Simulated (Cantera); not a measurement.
## Thermodynamics of oxide etching and cleaning by halides, feed Fe2O3 + HCl

Input: 1 mol Fe2O3, 13 mol HCl, equilibrated at 75.0 Torr.

Method: chemical equilibrium by Gibbs-energy minimisation in Cantera with the NASA 1993 tables (ideal gas, pure condensed phases). Candidate condensed phases: Fe, FeCl2, FeCl3, FeO, Fe(OH)2, Fe(OH)3, Fe2O3, Fe3O4, H2O; 22 gas species. Condensed phases not in the tables: FeOCl. The numbers say what is thermodynamically allowed, not how fast it happens.

At 725 K the condensed part is FeCl2(s) + Fe2O3(s). From 775 K to 1275 K the condensed part is Fe2O3(s). The main Fe-bearing gas is Fe2Cl6 at 725 K and FeCl2 at 1275 K. The share of Fe in condensed phases is highest at 725 K (92.5 %) and lowest at 1275 K (60.7 %).

| T (K) | log p HCl | log p H2O | log p FeCl2 | log p FeCl3 | log p Cl2 | n FeCl2(s) | n Fe2O3(s) |
|---|---|---|---|---|---|---|---|
| 725 | -1.01 | -2.75 | -5.32 | -3.27 | -5.20 | 0.000969 | 0.924 |
| 775 | -1.01 | -2.71 | -4.69 | -3.05 | -4.97 | 0 | 0.916 |
| 825 | -1.02 | -2.64 | -4.29 | -2.90 | -4.57 | 0 | 0.902 |
| 875 | -1.02 | -2.57 | -3.95 | -2.80 | -4.24 | 0 | 0.884 |
| 925 | -1.02 | -2.49 | -3.67 | -2.73 | -3.96 | 0 | 0.863 |
| 975 | -1.03 | -2.43 | -3.42 | -2.68 | -3.72 | 0 | 0.839 |
| 1025 | -1.03 | -2.36 | -3.20 | -2.65 | -3.51 | 0 | 0.813 |
| 1075 | -1.04 | -2.30 | -3.01 | -2.63 | -3.32 | 0 | 0.784 |
| 1125 | -1.05 | -2.24 | -2.84 | -2.62 | -3.17 | 0 | 0.752 |
| 1175 | -1.06 | -2.18 | -2.69 | -2.62 | -3.05 | 0 | 0.715 |
| 1225 | -1.07 | -2.13 | -2.54 | -2.64 | -2.97 | 0 | 0.668 |
| 1275 | -1.08 | -2.07 | -2.40 | -2.67 | -2.95 | 0 | 0.607 |
log p: log10 of the partial pressure in bar; n: condensed amount in mol.
